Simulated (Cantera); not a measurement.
Reactions in the system Cu-N-O

Cantera with NASA thermochemical tables; ideal gases at 1 bar, condensed phases pure. Values are per mole of reaction as written; species without (g) are pure solids or liquids, kept so even where they would boil at 1 bar.

4 Cu + 2 NO(g) = 2 Cu2O + N2(g)

```csv
T (K),ΔH° (kJ),ΔS° (J/K),ΔG° (kJ),log10 K,condensed phases
375,-524.0,-177.9,-457.3,63.70,"Cu(s), Cu2O(s)"
475,-523.6,-177.0,-439.5,48.33,"Cu(s), Cu2O(s)"
575,-522.9,-175.6,-421.9,38.33,"Cu(s), Cu2O(s)"
675,-522.0,-174.1,-404.4,31.30,"Cu(s), Cu2O(s)"
775,-520.9,-172.7,-387.1,26.09,"Cu(s), Cu2O(s)"
875,-519.7,-171.3,-369.9,22.08,"Cu(s), Cu2O(s)"
975,-518.5,-170.0,-352.8,18.90,"Cu(s), Cu2O(s)"
1075,-517.3,-168.7,-335.9,16.32,"Cu(s), Cu2O(s)"
1175,-515.9,-167.5,-319.1,14.18,"Cu(s), Cu2O(s)"
1275,-514.5,-166.4,-302.4,12.39,"Cu(s), Cu2O(s)"
1375,-565.7,-204.0,-285.1,10.83,"Cu(l), Cu2O(s)"
```
